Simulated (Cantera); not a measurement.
**Ignition delay**

Mixture: 12.0 % CH₄, 8.54 % CO, 16.7 % O₂, 62.7 % N₂, at 15800 Torr, adiabatic and at constant volume. Ignition delay is the time to a rise of 400 K.

Cantera simulation using GRI-Mech 3.0 (53 species, 325 reactions); the numbers are that mechanism's predictions, not measurements. The pressure lies above the range GRI-Mech 3.0 was tuned for (to about 10 atm).

| T0 (K) | delay (ms) |
|---|---|
| 1275 | 1.94 |
| 1350 | 0.763 |
| 1425 | 0.322 |
| 1500 | 0.145 |
| 1575 | 0.0688 |
| 1650 | 0.0343 |
| 1725 | 0.0180 |
| 1800 | 0.00997 |

```json
{
 "apparent activation energy between 1650 and 1800 K": "200 kJ/mol"
}
```
